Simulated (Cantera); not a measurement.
## Gas-phase reforming

An isothermal, constant-pressure homogeneous reactor starts with 64.5 % CH4, 35.5 % H2O, at 2048 K and 4.40 bar.

Computed with Cantera and GRI-Mech 3.0 (53 species, 325 reactions). GRI-Mech 3.0 stops at C3 and has no aromatics, soot or wall deposition, so with more carbon than oxygen in the feed, carbon stays in small species such as C2H2 where larger ones or solid carbon would form.

| t (s) | x CH4 | x H2O | x O | x HCO | x HO2 | x H2 |
|---|---|---|---|---|---|---|
| 0.000200 | 0.0737 | 0.216 | 1.22e-8 | 1.15e-7 | 1.06e-11 | 0.530 |
| 0.000485 | 0.0394 | 0.191 | 1.07e-8 | 8.31e-8 | 8.76e-12 | 0.576 |
| 0.00118 | 0.0262 | 0.155 | 9.11e-9 | 9.17e-8 | 5.76e-12 | 0.613 |
| 0.00285 | 0.0207 | 0.107 | 6.63e-9 | 1.26e-7 | 2.55e-12 | 0.653 |
| 0.00691 | 0.0156 | 0.0564 | 3.75e-9 | 1.72e-7 | <1e-12 | 0.695 |
| 0.0168 | 0.0111 | 0.0188 | 1.33e-9 | 2.12e-7 | <1e-12 | 0.726 |
| 0.0406 | 0.00880 | 0.00231 | 1.69e-10 | 2.31e-7 | <1e-12 | 0.740 |
| 0.0985 | 0.00845 | 2.65e-5 | 2.23e-12 | 2.33e-7 | <1e-12 | 0.742 |
| 0.239 | 0.00844 | 5.97e-6 | <1e-12 | 2.33e-7 | <1e-12 | 0.742 |
| 0.579 | 0.00844 | 5.97e-6 | <1e-12 | 2.33e-7 | <1e-12 | 0.742 |
| 1.40 | 0.00844 | 5.97e-6 | <1e-12 | 2.33e-7 | <1e-12 | 0.742 |
| 3.40 | 0.00844 | 5.97e-6 | <1e-12 | 2.33e-7 | <1e-12 | 0.742 |
| 8.25 | 0.00844 | 5.97e-6 | <1e-12 | 2.33e-7 | <1e-12 | 0.742 |
| 20.0 | 0.00844 | 5.97e-6 | <1e-12 | 2.33e-7 | <1e-12 | 0.742 |
x: mole fraction; the columns are a selection and need not sum to one.

Equilibrium at this temperature and pressure: CH4 0.00844, H2O 6.02e-6, O <1e-12, HCO 2.33e-7, HO2 <1e-12, H2 0.742 (gas phase only).
